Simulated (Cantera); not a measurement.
A perfectly stirred reactor is fed with H2 : O2 = 0.48 : 1 (molar parts), equivalence ratio 0.24, at 0.00237 atm; it is held at 1425 K, and followed from long to short residence time.

Model: the H2/O2 subset of GRI-Mech 3.0, which has no nitrogen chemistry, integrated in Cantera. Radical loss at walls, strong at low pressure, is not modelled. The temperature is held fixed by assumption; the heat of reaction is taken as removed at once.

**Question.** What does this change do: pressure from 0.00237 atm to 0.00148 atm?

**Answer.** 
```csv
quantity,before,after
x(H2) at τ = 5.40 s,0.00464,0.00807
x(O2) at τ = 5.40 s,0.595,0.582
x(OH) at τ = 5.40 s,0.0118,0.0155
x(O) at τ = 5.40 s,0.0157,0.0281
x(H2O) at τ = 5.40 s,0.366,0.350
x(H2) at τ = 0.140 s,0.0218,0.0238
x(O2) at τ = 0.140 s,0.518,0.505
x(OH) at τ = 0.140 s,0.0238,0.0245
x(O) at τ = 0.140 s,0.0882,0.0997
x(H2O) at τ = 0.140 s,0.260,0.242
```

**Question.** What does this change do: O2 1 to 7.7 parts?

**Answer.** 
```tsv
quantity	before	after
x(H2) at τ = 5.40 s	0.00464	0.000483
x(O2) at τ = 5.40 s	0.595	0.921
x(OH) at τ = 5.40 s	0.0118	0.00471
x(O) at τ = 5.40 s	0.0157	0.0162
x(H2O) at τ = 5.40 s	0.366	0.0561
x(H2) at τ = 0.140 s	0.0218	0.00136
x(O2) at τ = 0.140 s	0.518	0.894
x(OH) at τ = 0.140 s	0.0238	0.00722
x(O) at τ = 0.140 s	0.0882	0.0397
x(H2O) at τ = 0.140 s	0.260	0.0503
```

**Question.** What does this change do: O2 1 to 1.3 parts?

**Answer.** 
```json
[
 {"quantity": "x(H2) at τ = 5.40 s", "before": "0.00464", "after": "0.00347"},
 {"quantity": "x(O2) at τ = 5.40 s", "before": "0.595", "after": "0.669"},
 {"quantity": "x(OH) at τ = 5.40 s", "before": "0.0118", "after": "0.0108"},
 {"quantity": "x(O) at τ = 5.40 s", "before": "0.0157", "after": "0.0164"},
 {"quantity": "x(H2O) at τ = 5.40 s", "before": "0.366", "after": "0.295"},
 {"quantity": "x(H2) at τ = 0.140 s", "before": "0.0218", "after": "0.0157"},
 {"quantity": "x(O2) at τ = 0.140 s", "before": "0.518", "after": "0.591"},
 {"quantity": "x(OH) at τ = 0.140 s", "before": "0.0238", "after": "0.0216"},
 {"quantity": "x(O) at τ = 0.140 s", "before": "0.0882", "after": "0.0862"},
 {"quantity": "x(H2O) at τ = 0.140 s", "before": "0.260", "after": "0.217"}
]
```
